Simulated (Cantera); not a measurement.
**Equilibrium for sublimation and decomposition of ceramics: SiC + C + N2**

Charge: 1 mol SiC, 0.056 mol C, 0.017 mol N2, at 0.100 bar.

These are equilibrium values from Cantera (NASA tables, ideal gas, pure condensed phases), not measurements of a reactor. Candidate condensed phases: C, Si, SiC, Si3N4; 32 gas species. Ions and electrons are included (thermal ionisation). The tables' values for SiN are old estimates; treat these amounts as uncertain. Rates play no part.

From 2500 K to 2750 K the condensed part is C(graphite) + SiC(s). At 3000 K the condensed part is C(graphite). From 3250 K to 5000 K nothing is condensed. The main Si-bearing gas is Si throughout.

```json
[
 {"T (K)": "2500", "x N2": "0.983", "x Si": "0.0114", "x C": "1.66e-6", "x SiC2": "0.00295", "x Si2C": "0.00163", "x C3": "4.97e-6", "x C2": "4.58e-7", "x CN": "0.000323", "n C(graphite)": "0.0562", "n SiC(s)": "1.000"},
 {"T (K)": "2750", "x N2": "0.808", "x Si": "0.106", "x C": "3.78e-5", "x SiC2": "0.0525", "x Si2C": "0.0270", "x C3": "0.000169", "x C2": "1.63e-5", "x CN": "0.00193", "n C(graphite)": "0.0578", "n SiC(s)": "0.995"},
 {"T (K)": "3000", "x N2": "0.0176", "x Si": "0.455", "x C": "0.000507", "x SiC2": "0.384", "x Si2C": "0.125", "x C3": "0.00312", "x C2": "0.000317", "x CN": "0.00137", "n C(graphite)": "0.242", "n SiC(s)": "0"},
 {"T (K)": "3250", "x N2": "0.0143", "x Si": "0.451", "x C": "0.00399", "x SiC2": "0.457", "x Si2C": "0.0335", "x C3": "0.0245", "x C2": "0.00298", "x CN": "0.00407", "n C(graphite)": "0", "n SiC(s)": "0"},
 {"T (K)": "3500", "x N2": "0.0112", "x Si": "0.522", "x C": "0.0176", "x SiC2": "0.349", "x Si2C": "0.0110", "x C3": "0.0609", "x C2": "0.0115", "x CN": "0.00754", "n C(graphite)": "0", "n SiC(s)": "0"},
 {"T (K)": "3750", "x N2": "0.00792", "x Si": "0.576", "x C": "0.0566", "x SiC2": "0.212", "x Si2C": "0.00354", "x C3": "0.0933", "x C2": "0.0292", "x CN": "0.0107", "n C(graphite)": "0", "n SiC(s)": "0"},
 {"T (K)": "4000", "x N2": "0.00535", "x Si": "0.591", "x C": "0.138", "x SiC2": "0.0997", "x Si2C": "0.00102", "x C3": "0.0917", "x C2": "0.0508", "x CN": "0.0123", "n C(graphite)": "0", "n SiC(s)": "0"},
 {"T (K)": "4250", "x N2": "0.00380", "x Si": "0.564", "x C": "0.259", "x SiC2": "0.0351", "x Si2C": "0.000254", "x C3": "0.0566", "x C2": "0.0607", "x CN": "0.0119", "n C(graphite)": "0", "n SiC(s)": "0"},
 {"T (K)": "4500", "x N2": "0.00316", "x Si": "0.524", "x C": "0.376", "x SiC2": "0.00920", "x Si2C": "5.75e-5", "x C3": "0.0209", "x C2": "0.0486", "x CN": "0.0102", "n C(graphite)": "0", "n SiC(s)": "0"},
 {"T (K)": "4750", "x N2": "0.00298", "x Si": "0.497", "x C": "0.445", "x SiC2": "0.00204", "x Si2C": "1.33e-5", "x C3": "0.00523", "x C2": "0.0288", "x CN": "0.00792", "n C(graphite)": "0", "n SiC(s)": "0"},
 {"T (K)": "5000", "x N2": "0.00270", "x Si": "0.483", "x C": "0.476", "x SiC2": "0.000452", "x Si2C": "3.41e-6", "x C3": "0.00117", "x C2": "0.0151", "x CN": "0.00567", "n C(graphite)": "0", "n SiC(s)": "0"}
]
```
x: gas mole fraction; n: condensed amount in mol.
